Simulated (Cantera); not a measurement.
Cantera run, input and output.

```python
import numpy as np
import cantera as ct

gas = ct.Solution("gri30.yaml")
gas.TPX = 1050, 140, {'H2': 0.022, 'O2': 1, 'N2': 0.14}
reactor = ct.IdealGasConstPressureReactor(gas, energy="off", clone=False)
net = ct.ReactorNet([reactor])
net.rtol, net.atol = 1e-08, 1e-18
show = ['H2', 'O2', 'H2O', 'N2O', 'NO']
times = np.geomspace(6e-06, 3, 10)

steps = ct.SolutionArray(gas, extra=["t"])
rows = []
print(f"{'t/s':>10s}{'T/K':>9s}{'P/Pa':>11s}" + "".join(f"{s:>11s}" for s in show))
for t in times:
    while net.time < t:
        t_next = net.step()
        steps.append(gas.state, t=t_next)
    rows.append([np.interp(t, steps.t, y) for y in (steps.T, steps.P, *steps(*show).X.T)])
    print(f"{t:10.3e}{rows[-1][0]:9.1f}{rows[-1][1]:11.4g}" + "".join(f"{x:11.3e}" for x in rows[-1][2:]))
rate = np.gradient(steps.T, steps.t)
print("integrator steps:", len(steps.t))
if steps.T.max() > steps.T[0] + 200:
    print(f"time of steepest temperature rise: {steps.t[rate.argmax()]:.4e} s")
gas.TPX = 1050, 140, {'H2': 0.022, 'O2': 1, 'N2': 0.14}
gas.equilibrate("TP")
print(f"equilibrium (TP): T = {gas.T:.1f} K  " + "  ".join(f"{s} {gas[s].X[0]:.3e}" for s in show))
```

Result:

```
       t/s      T/K       P/Pa         H2         O2        H2O        N2O         NO
 6.000e-06   1050.0        140  1.893e-02  8.606e-01  1.300e-18  6.093e-22  1.117e-31
 2.579e-05   1050.0        140  1.893e-02  8.606e-01  9.114e-17  2.621e-21  8.106e-30
 1.108e-04   1050.0        140  1.893e-02  8.606e-01  6.090e-15  1.130e-20  5.960e-28
 4.762e-04   1050.0        140  1.893e-02  8.606e-01  4.285e-13  4.926e-20  5.423e-26
 2.047e-03   1050.0        140  1.893e-02  8.606e-01  2.302e-11  2.264e-19  4.055e-24
 8.795e-03   1050.0        140  1.893e-02  8.606e-01  1.001e-09  1.347e-18  2.519e-22
 3.780e-02   1050.0        140  1.893e-02  8.606e-01  6.106e-07  1.257e-16  2.154e-19
 1.624e-01   1050.0        140  2.701e-04  8.451e-01  1.679e-02  3.750e-11  6.586e-10
 6.981e-01   1050.0        140  1.444e-04  8.465e-01  1.745e-02  1.794e-10  4.650e-09
 3.000e+00   1050.0        140  8.981e-05  8.516e-01  1.816e-02  2.294e-10  1.283e-08
integrator steps: 737
equilibrium (TP): T = 1050.0 K  H2 2.006e-10  O2 8.592e-01  H2O 1.911e-02  N2O 4.860e-11  NO 4.220e-05
```

Computed with Cantera and GRI-Mech 3.0 (53 species, 325 reactions). Radical loss at walls, strong at low pressure, is not modelled.
